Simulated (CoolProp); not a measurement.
Vapour-liquid equilibrium of n-octane (1) + n-dodecane (2) at 3.31 bar; x and y are mole fractions of (1).

The numbers come from the multi-fluid Helmholtz-energy mixture model, Beckmüller 2019 and Lemmon 2004; pair parameters Bell 2016 in CoolProp.

```csv
x,bubble temperature (°C),y at the bubble point,dew temperature at overall composition x (°C),liquid density (mol/L)
0.05,265.0,0.160,270.6,3.235
0.125,253.5,0.361,266.8,3.369
0.2,242.7,0.518,262.9,3.503
0.275,232.8,0.639,258.6,3.635
0.35,223.8,0.731,254.1,3.766
0.425,215.7,0.800,249.3,3.896
0.5,208.3,0.853,244.1,4.026
0.575,201.7,0.893,238.3,4.157
0.65,195.7,0.924,231.8,4.287
0.725,190.3,0.948,224.4,4.419
0.8,185.4,0.967,215.7,4.552
0.875,181.0,0.982,204.8,4.686
0.95,176.9,0.993,189.9,4.821
```

No azeotrope shows between x = 0.05 and 0.95.

Pair parameters are fitted to limited data, so mixtures are less certain than the pure fluids.
